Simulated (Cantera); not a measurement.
A closed system holds: 1 mol Si2H6, 23 mol O2, equilibrated at 1925 K and 69.0 mbar.

Equilibrium computed with Cantera from the NASA thermochemical tables; the gas is ideal and each condensed phase is pure. Candidate condensed phases: H2O, Si, SiO2; 18 gas species. The feed counts by its element totals alone. The tables hold silica as quartz up to 1696 K and as liquid above; real silica turns to tridymite and cristobalite and melts near 1996 K. Equilibrium is a limit: real reactors are often held back by kinetics, nucleation or transport.

Base state: O2 0.863, H2O 0.131, OH 0.00444, O 0.00130, H2 8.58e-5, H 3.37e-5 (mole fractions); condensed: SiO2(condensed).

Task: What changes in the equilibrium state with this change: Si2H6 replaced by SiCl4?

Result: 
```json
[
 {"species": "O2", "before": "0.863", "after": "0.849"},
 {"species": "Cl", "before": "0", "after": "0.144"},
 {"species": "Cl2", "before": "0", "after": "0.00479"},
 {"species": "H2O", "before": "0.131", "after": "0"},
 {"species": "OH", "before": "0.00444", "after": "0"},
 {"species": "ClO", "before": "0", "after": "0.000559"},
 {"species": "H2", "before": "8.58e-5", "after": "0"},
 {"species": "H", "before": "3.37e-5", "after": "0"},
 {"species": "SiO2(condensed), mol", "before": "2.00", "after": "1.000"}
]
```
